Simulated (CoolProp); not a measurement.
Vapour-liquid equilibrium of CH2F2 (R32) (1) + R1234yf (2) at -47.55 °C; x and y are mole fractions of (1).

Computed with CoolProp (multi-fluid Helmholtz-energy mixture model, Tillner-Roth 1997 and Lemmon 2022; pair parameters Bell 2023).

```
x     bubble pressure, mixture model (bar)  bubble pressure, Raoult's law (bar)  y, mixture model  y, Raoult's law
----  ------------------------------------  -----------------------------------  ----------------  ---------------
0.05                                   [?]                               0.4652               [?]            0.134
0.2                                 0.7212                               0.5881             0.516            0.423
0.35                                0.8898                               0.7110               [?]            0.612
0.5                                    [?]                               0.8338               [?]            0.746
0.65                                   [?]                               0.9567               [?]            0.845
0.8                                  1.174                                1.080             0.880            0.921
0.95                                 1.230                                1.202               [?]            0.982
```

Task: What belongs in the gaps?

Result: 
- 0.05, bubble pressure, mixture model (bar): 0.5047
- 0.05, y, mixture model: 0.197
- 0.35, y, mixture model: 0.665
- 0.5, bubble pressure, mixture model (bar): 1.013
- 0.5, y, mixture model: 0.753
- 0.65, bubble pressure, mixture model (bar): 1.103
- 0.65, y, mixture model: 0.818
- 0.95, y, mixture model: 0.962

The largest gap from Raoult's law is +25.1 % in bubble pressure, at x = 0.35. No azeotrope shows between x = 0.05 and 0.95.

Pair parameters are fitted to limited data, so mixtures are less certain than the pure fluids.
